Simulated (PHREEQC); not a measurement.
A solution holds 7 mmol/kgw Cu(NO3)2, 50 mmol/kgw HCl and 36 mmol/kgw H3BO3, at 10 °C. Closed to the air; pH follows from the charge balance.

The numbers come from PHREEQC with the ion-association model, phreeqc.dat.

| quantity | before | after |
|---|---|---|
| pH | 1.38 | 3.31 |
| CuCl+ (mol/kgw) | 0.000188 | 3.87e-8 |
| CuOH+ (mol/kgw) | 9.07e-10 | 1.32e-9 |

Problem. What was changed between the two runs?
(A) HCl from 0.05 to 0.025 mol/kgw
(B) Cu(NO3)2 from 0.007 to 0.07 mol/kgw
(C) Cu(NO3)2 from 0.007 to 0.0007 mol/kgw
(D) HCl from 0.05 to 0.055 mol/kgw
(E) diluted 100-fold with water

Solution. E, diluted 100-fold with water

No solid was allowed to form. Constants without temperature data keep their 25 °C values here.
